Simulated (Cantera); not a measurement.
A Cantera script and what it prints.

```python
import numpy as np
import cantera as ct

gas_names = """
    CL CL2 H HCL H2 Si SiCL SiCL2 SiCL3 SiCL4 SiH SiHCL3 SiH2 SiH2CL2 SiH3 SiH3CL SiH4 Si2 Si3
""".split()
cond_names = """
    Si(cr) Si(L)
""".split()


# ... load() reads the species with a 1 bar reference pressure and builds the phases ...
atoms = {
    'Si': {'Si': 1},
    'Cl2': {'CL': 2},
    'H2': {'H': 2},
}
top_T = {}  # K; cautious upper limits of use, not melting points


# ... equilibrate(T, P, feed) seeds the gas with the atoms and calls Mixture.equilibrate('TP', solver="vcs", rtol=1e-11, max_steps=5000) ...
results = []
feed = {'Si': 1, 'Cl2': 1, 'H2': 1.1}  # mol
T = 1100  # K
P = 330000  # Pa
mix = equilibrate(T, P, feed)
results.append((T, P, feed, dict(zip(mix.species_names, mix.species_moles))))
print(gas.report(threshold=1e-05))
for i in range(1, mix.n_phases):
    print(f"{mix.phase(i).name:16s} {mix.phase_moles(i):12.5e} mol")
```

Output:

```
       temperature   1100 K
          pressure   3.3e+05 Pa
           density   2.0429 kg/m^3
  mean mol. weight   56.617 kg/kmol
   phase of matter   gas

                          1 kg             1 kmol
                     ---------------   ---------------
          enthalpy       -2.9503e+06       -1.6704e+08  J
   internal energy       -3.1118e+06       -1.7618e+08  J
           entropy            4710.4        2.6669e+05  J/K
    Gibbs function       -8.1317e+06        -4.604e+08  J
 heat capacity c_p            992.78             56209  J/K
 heat capacity c_v            845.93             47894  J/K

                      mass frac. Y      mole frac. X     chem. pot. / RT
                     ---------------   ---------------   ---------------
               HCL           0.01215          0.018869           -37.394
                H2           0.02253           0.63275           -17.012
             SiCL2         0.0020032         0.0011458           -61.641
             SiCL3          0.010219         0.0043036           -90.529
             SiCL4           0.67503           0.22497           -119.42
            SiHCL3           0.26618           0.11127           -99.035
           SiH2CL2          0.011767         0.0065964           -78.653
            SiH3CL        0.00012188        0.00010367            -58.27
     [  +11 minor]        3.9673e-07        7.1033e-07

Si(cr)            4.56090e-01 mol
```

Cantera equilibrium calculation (NASA polynomials, part measured and part estimated; ideal gas, pure solids and liquids). The tables' values for SiCl3 are old estimates; treat these amounts as uncertain.
